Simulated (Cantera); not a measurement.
Charge: 1 mol CH₄, 0.058 mol NH₃, 37 mol H₂, held at 133 Pa.

Cantera equilibrium calculation (NASA polynomials, part measured and part estimated; ideal gas, pure solids and liquids). Candidate condensed phases: C, C₆H₆, C₇H₈, C₈H₁₈; 92 gas species. Equilibrium is a limit: real reactors are often held back by kinetics, nucleation or transport.

Question: At 1900 °C, list the 4 most abundant gas species with their mole fractions, and the condensed phases.

Answer: H₂ 0.874, H 0.124, C₂H₂ (acetylene) 0.00193, HCN 0.000524. Condensed: C(graphite).
